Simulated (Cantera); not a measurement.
**Thermodynamics of thermal oxidation and active oxidation of silicon, feed Si + O2 + N2**

A closed system holds: 1 mol Si, 0.037 mol O2, 35 mol N2.

These are equilibrium values from Cantera (NASA tables, ideal gas, pure condensed phases), not measurements of a reactor. Candidate condensed phases: Si, SiO2, Si2N2O, Si3N4; 16 gas species. N2 is the only nitrogen source here; it is nearly inert below about 1500 K, so the nitride shown seldom forms there in practice. Mutual solubility and eutectic melting of coexisting phases are not modelled. Equilibrium is a limit: real reactors are often held back by kinetics, nucleation or transport.

Stable condensed phases:

```
T in °C \ P in Pa
            0.10    0.50     2.5      13      63     320    1600    7900   40000  200000 1000000
   1975        A       A       A       A       A       A       A       B       B       B       C
   1825        A       A       A       A       A       A       B       B       B       C       D
   1675        A       A       A       A       A       B       B       B       C       D       D
   1525        A       A       A       B       B       B       C       D       D       D       D
   1375        A       A       B       B       B       C       D       D       D       D       D
   1225        B       B       B       C       D       D       D       D       D       D       D
   1075        B       D       D       D       D       D       D       D       D       D       D
    925        D       D       D       D       D       D       D       D       D       D       D
    775        D       D       D       D       D       D       D       D       D       D       D
```

A: gas only; B: Si; C: Si3N4; D: Si2N2O + Si3N4.
